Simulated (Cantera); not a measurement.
Input: 1 mol Fe, 1.4 mol SO2, 1.6 mol CO, held at 950 K and 6.30 bar.

Method: chemical equilibrium by Gibbs-energy minimisation in Cantera with the NASA 1993 tables (ideal gas, pure condensed phases). Candidate condensed phases: C, Fe, Fe(CO)5, FeO, FeS, FeSO4, FeS2, Fe2O3, Fe2(SO4)3, Fe3O4, S; 25 gas species. FeS: taken at fixed stoichiometry. Gases not in the tables: S3 to S7. Equilibrium is a limit: real reactors are often held back by kinetics, nucleation or transport.

Base state: CO2 0.753, SO2 0.241, S2 0.00423, S2O 0.000770, COS 0.000337, CO 0.000272 (mole fractions); condensed: FeS(s) + Fe3O4(s).

Task: What changes in the equilibrium state with this change: temperature from 950 K to 1375 K?

Result: 
| species | before | after |
|---|---|---|
| CO2 | 0.753 | 0.725 |
| SO2 | 0.241 | 0.231 |
| CO | 0.000272 | 0.0205 |
| S2 | 0.00423 | 0.0192 |
| SO | 2.41e-6 | 0.000401 |
| COS | 0.000337 | 0.00163 |
| S2O | 0.000770 | 0.00202 |
| FeS(s), mol | 0.867 | 0.810 |
| Fe3O4(s), mol | 0.0444 | 0.0633 |
Mutual solubility and eutectic melting of coexisting phases are not modelled.
